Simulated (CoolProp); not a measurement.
Aqueous sodium chloride as a coolant, at 40 °C, 1 atm.

The numbers come from the Melinder's fits for secondary coolants in CoolProp.

```csv
mass %,freezing point (°C),density (kg/m³),viscosity (mPa s),Prandtl number,conductivity (W/(m K))
4.2,-2.5,1021,0.712,4.53,0.626
6.6,-4.1,1038,0.748,4.66,0.624
9,-5.8,1055,0.787,…,0.621
11.3,-7.6,…,0.828,4.94,0.619
13.7,-9.7,1090,0.875,…,…
16.1,-12.0,1108,…,…,…
18.5,-14.6,1126,0.998,5.65,…
```

### Question
Some entries are withheld; supply them.

### Answer

- 9, Prandtl number: 4.79
- 11.3, density (kg/m³): 1072
- 13.7, Prandtl number: 5.13
- 13.7, conductivity (W/(m K)): 0.617
- 16.1, viscosity (mPa s): 0.931
- 16.1, Prandtl number: 5.36
- 16.1, conductivity (W/(m K)): 0.614
- 18.5, conductivity (W/(m K)): 0.611
